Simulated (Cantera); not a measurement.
Predominance diagram of Ca at 1825 K against the partial pressures of O2 and Cl2 (log10, bar). Cantera with NASA thermochemical tables; ideal gases at 1 bar, condensed phases pure. Candidates: Ca(l), CaCl2(l), CaO(s). Only these pure phases compete in this equilibrium. Not in the tables: oxide halides.

```
log p(Cl2) \ log p(O2)
        columns: -21, -19.8, -18.7, -17.5, -16.3, -15.2, -14, -12.8, -11.7, -10.5, -9.3, -8.2, -7, -5.8, -4.7, -3.5, -2.3, -1.2, 0
      0  A A A A A A A A A A A A A A A A A A A
   -1.2  A A A A A A A A A A A A A A A A A A A
   -2.4  A A A A A A A A A A A A A A A A A A A
   -3.6  A A A A A A A A A A A A A A A A A B B
   -4.8  A A A A A A A A A A A A A A A B B B B
     -6  A A A A A A A A A A A A A B B B B B B
   -7.2  A A A A A A A A A A A B B B B B B B B
   -8.4  A A A A A A A A A B B B B B B B B B B
   -9.6  A A A A A A A B B B B B B B B B B B B
  -10.8  A A A A A B B B B B B B B B B B B B B
    -12  A A A B B B B B B B B B B B B B B B B
```

A: CaCl2(l); B: CaO(s).
